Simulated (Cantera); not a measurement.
Charge: 1 mol C₃H₆, 0.16 mol NH₃, 8.6 mol H₂, 1.4 mol H₂O, at 1.00 Torr.

Equilibrium computed with Cantera from the NASA thermochemical tables; the gas is ideal and each condensed phase is pure. Candidate condensed phases: C, C₆H₆, C₇H₈, C₈H₁₈, H₂O; 136 gas species. Equilibrium is a limit: real reactors are often held back by kinetics, nucleation or transport.

x: gas mole fraction; n: condensed amount in mol.

```json
[
 {"T (K)": "1423", "x H₂": "0.899", "x H": "0.000173", "x CO": "0.0951", "x N₂": "0.00541", "x C₂H₂ (acetylene)": "3.09e-6", "x HCN": "4.16e-5", "n C(graphite)": "1.60"},
 {"T (K)": "1523", "x H₂": "0.899", "x H": "0.000600", "x CO": "0.0951", "x N₂": "0.00539", "x C₂H₂ (acetylene)": "1.06e-5", "x HCN": "8.63e-5", "n C(graphite)": "1.60"},
 {"T (K)": "1623", "x H₂": "0.898", "x H": "0.00179", "x CO": "0.0950", "x N₂": "0.00535", "x C₂H₂ (acetylene)": "3.13e-5", "x HCN": "0.000163", "n C(graphite)": "1.60"},
 {"T (K)": "1723", "x H₂": "0.895", "x H": "0.00472", "x CO": "0.0949", "x N₂": "0.00527", "x C₂H₂ (acetylene)": "8.10e-5", "x HCN": "0.000285", "n C(graphite)": "1.59"},
 {"T (K)": "1823", "x H₂": "0.888", "x H": "0.0112", "x CO": "0.0946", "x N₂": "0.00516", "x C₂H₂ (acetylene)": "0.000188", "x HCN": "0.000464", "n C(graphite)": "1.59"},
 {"T (K)": "1923", "x H₂": "0.876", "x H": "0.0241", "x CO": "0.0940", "x N₂": "0.00500", "x C₂H₂ (acetylene)": "0.000395", "x HCN": "0.000711", "n C(graphite)": "1.58"},
 {"T (K)": "2023", "x H₂": "0.853", "x H": "0.0480", "x CO": "0.0928", "x N₂": "0.00476", "x C₂H₂ (acetylene)": "0.000762", "x HCN": "0.00103", "n C(graphite)": "1.56"},
 {"T (K)": "2123", "x H₂": "0.813", "x H": "0.0886", "x CO": "0.0909", "x N₂": "0.00444", "x C₂H₂ (acetylene)": "0.00135", "x HCN": "0.00140", "n C(graphite)": "1.54"},
 {"T (K)": "2223", "x H₂": "0.752", "x H": "0.152", "x CO": "0.0879", "x N₂": "[?]", "x C₂H₂ (acetylene)": "0.00218", "x HCN": "0.00179", "n C(graphite)": "1.50"},
 {"T (K)": "2323", "x H₂": "0.664", "x H": "0.243", "x CO": "0.0835", "x N₂": "[?]", "x C₂H₂ (acetylene)": "0.00322", "x HCN": "0.00214", "n C(graphite)": "1.45"},
 {"T (K)": "2423", "x H₂": "0.551", "x H": "0.361", "x CO": "0.0779", "x N₂": "[?]", "x C₂H₂ (acetylene)": "0.00426", "x HCN": "0.00239", "n C(graphite)": "1.38"},
 {"T (K)": "2523", "x H₂": "0.422", "x H": "0.495", "x CO": "0.0715", "x N₂": "[?]", "x C₂H₂ (acetylene)": "0.00503", "x HCN": "0.00249", "n C(graphite)": "1.29"}
]
```

Problem. Fill in the missing entries.

Solution. 
- 2223, x N₂: 0.00405
- 2323, x N₂: 0.00358
- 2423, x N₂: 0.00309
- 2523, x N₂: 0.00261
